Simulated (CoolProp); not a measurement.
Computed with CoolProp (reference Helmholtz-energy equation of state, Thol 2022).

Question: For vinyl chloride, give the phase and the cv (kJ/(kg K)) at 280.8 K and 153 kPa; 355.4 K and 153 kPa; 405.1 K and 153 kPa.

Answer: 
- 280.8 K and 153 kPa: gas; cv 0.707
- 355.4 K and 153 kPa: gas; cv 0.837
- 405.1 K and 153 kPa: gas; cv 0.919
